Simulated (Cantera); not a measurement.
Charge: 1 mol Si₃N₄, 0.031 mol N₂, equilibrated at 1425 K and 0.0100 bar.

Method: chemical equilibrium by Gibbs-energy minimisation in Cantera with the NASA 1993 tables (ideal gas, pure condensed phases). Candidate condensed phases: Si, Si₃N₄; 7 gas species. Equilibrium is a limit: real reactors are often held back by kinetics, nucleation or transport.

Base state: N₂ 1.00 (mole fractions); condensed: Si₃N₄(s).

### Question
What changes in the equilibrium state with this change: temperature from 1425 K to 1998 K?

### Answer
```
species         before     after
-------------  -------  --------
N₂                1.00     0.995
Si             1.61e-9   0.00425
Si₂N             <1e-9  0.000146
SiN              <1e-9  0.000111
Si₂              <1e-9   4.39e-5
Si₃N₄(s), mol     1.00         0
Si(l), mol           0      2.99
```
The tables' values for SiN are old estimates; treat these amounts as uncertain.
